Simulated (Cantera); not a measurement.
A closed system holds: 1 mol Si, a varied amount of HCl, 39 mol H₂, held at 338 Torr.

Method: chemical equilibrium by Gibbs-energy minimisation in Cantera with the NASA 1993 tables (ideal gas, pure condensed phases). Candidate condensed phases: Si; 19 gas species. The tables' values for SiCl₃ are old estimates. Rates play no part.

Stable condensed phases, one row left out:

```
T in K \ n(HCl) in mol
         2.8 3.7 4.9 6.6 8.8  12  16
   1523    A   A   A   B   B   B   B
   1448    A   A   A   B   B   B   B
   1373    A   A   A   B   B   B   B
   1223    A   A   B   B   B   B   B
   1148    A   A   B   B   B   B   B
   1073    A   A   B   B   B   B   B
    998    A   A   B   B   B   B   B
    923    A   B   B   B   B   B   B
    848    A   B   B   B   B   B   B
    773    A   B   B   B   B   B   B
    698    A   B   B   B   B   B   B
    623    A   B   B   B   B   B   B
```

A: Si; B: gas only.

Problem. Give the row for 1298 K.

Solution. 2.8: Si; 3.7: Si; 4.9: Si; 6.6: gas only; 8.8: gas only; 12: gas only; 16: gas only.
